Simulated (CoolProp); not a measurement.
1,2-dichloroethane along the isobar 11.2 MPa: density (kg/m³) from the reference equation and from simpler models built on Tc = 561.6 K, pc = 5.226 MPa, ω = 0.269; each cubic takes its own stable root.

The numbers come from the reference Helmholtz-energy equation of state, Thol 2015 in CoolProp.

```json
[
 {"T (K)": "357.4", "phase": "liquid", "reference": "1172"},
 {"T (K)": "375.3", "phase": "liquid", "reference": "1145"},
 {"T (K)": "393.1", "phase": "liquid", "reference": "1117"},
 {"T (K)": "410.9", "phase": "liquid", "reference": "1089"},
 {"T (K)": "428.7", "phase": "liquid", "reference": "1059"},
 {"T (K)": "446.5", "phase": "liquid", "reference": "1028"},
 {"T (K)": "464.4", "phase": "liquid", "reference": "995.6"},
 {"T (K)": "482.2", "phase": "liquid", "reference": "961.6"},
 {"T (K)": "500", "phase": "liquid", "reference": "925.8"}
]
```

Problem. How far does each simpler model (van der Waals, Soave-Redlich-Kwong) lie from the reference over these 9 states: mean and median of the absolute difference, and the worst?

Solution. 
- van der Waals: mean 38.7 %, median 38.9 %, worst -40.4 % at 357.4 K and 11.2 MPa
- Soave-Redlich-Kwong: mean 12.1 %, median 11.9 %, worst -13.2 % at 500 K and 11.2 MPa
